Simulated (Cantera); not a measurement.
Input (Python, Cantera) and output of one run.

```python
import numpy as np
import cantera as ct

gas_names = [...]  # 113 gases of nasa_gas.yaml made of C, F, H, Si
cond_names = """
    C(gr) C6H6(L) C7H8(L) C8H18(L),n-octa Si(cr) Si(L) SiC(b)
""".split()


# ... load() reads the species with a 1 bar reference pressure and builds the phases ...
atoms = {
    'CHF3': {'C': 1, 'H': 1, 'F': 3},
    'Si': {'Si': 1},
}
top_T = {'C(gr)': 4500, 'SiC(b)': 3050}  # K; cautious upper limits of use, not melting points


# ... equilibrate(T, P, feed) seeds the gas with the atoms and calls Mixture.equilibrate('TP', solver="gibbs", rtol=1e-10, max_steps=50000) ...
results = []
feed = {'CHF3': 1, 'Si': 0.053}  # mol
T = 2048  # K
for P in [1, 3.6, 13, 46, 170, 600, 2200, 7700, 28000, 100000]:
    mix = equilibrate(T, P, feed)
    results.append((T, P, feed, dict(zip(mix.species_names, mix.species_moles))))

top = {s: max(r[3][s] / sum(r[3][g] for g in gas_names) for r in results) for s in gas_names}
cols = sorted((s for s in top if top[s] > 0.001), key=lambda s: -top[s])[:6]
seen = [c for c in cond_names if any(r[3].get(c, 0) > 1e-12 for r in results)]
print("log10 of partial pressures in bar; condensed amounts in mol")
print(f"{'P/Pa':>10s}" + "".join(f"{s[:9]:>10s}" for s in cols + seen))
for T, P, feed, n in results:
    ng = sum(n[g] for g in gas_names)
    print(f"{P:10.4g}" + "".join(f"{np.log10(max(n[s] / ng * P / 1e5, 1e-99)):10.3f}" for s in cols)
          + "".join(f"{n.get(c, 0):10.4g}" for c in seen))
```

Output:

```
log10 of partial pressures in bar; condensed amounts in mol
      P/Pa        HF         F       CF4       CF2      SiF4       CF3     C(gr)
         1    -5.446    -5.222    -9.876    -6.722    -6.726    -9.806    0.9372
       3.6    -4.873    -4.706    -7.810    -5.690    -6.150    -8.257    0.8374
        13    -4.277    -4.250    -5.988    -4.778    -5.554    -6.890    0.6562
        46    -3.663    -3.907    -4.614    -4.091    -4.939    -5.860    0.5051
       170    -3.028    -3.661    -3.632    -3.600    -4.303    -5.123    0.4744
       600    -2.439    -3.480    -2.909    -3.239    -3.715    -4.581    0.4942
      2200    -1.854    -3.318    -2.262    -2.915    -3.129    -4.096    0.5166
      7700    -1.300    -3.173    -1.680    -2.624    -2.575    -3.659    0.5315
   2.8e+04    -0.734    -3.028    -1.100    -2.334    -2.010    -3.224    0.5409
     1e+05    -0.179    -2.887    -0.537    -2.053    -1.454    -2.802    0.5462
```

Cantera equilibrium calculation (NASA polynomials, part measured and part estimated; ideal gas, pure solids and liquids). The tables' values for SiF3 are old estimates; treat these amounts as uncertain. Gases not in the tables: C2F6 and larger saturated fluorocarbons.
